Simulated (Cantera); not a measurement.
Charge: 1 mol MgCO₃, 0.34 mol SO₃, 2 mol CO₂, equilibrated at 75.0 Torr.

Equilibrium computed with Cantera from the NASA thermochemical tables; the gas is ideal and each condensed phase is pure. Candidate condensed phases: C, Mg, MgCO₃, MgO, MgS, MgSO₄, S; 26 gas species. Kinetics and transport are ignored.

Question: At 1373 K, list the 4 most abundant gas species with their mole fractions, and the condensed phases.

Answer: CO₂ 0.855, SO₂ 0.0964, O₂ 0.0482, SO₃ 0.000509. Condensed: MgO(s).
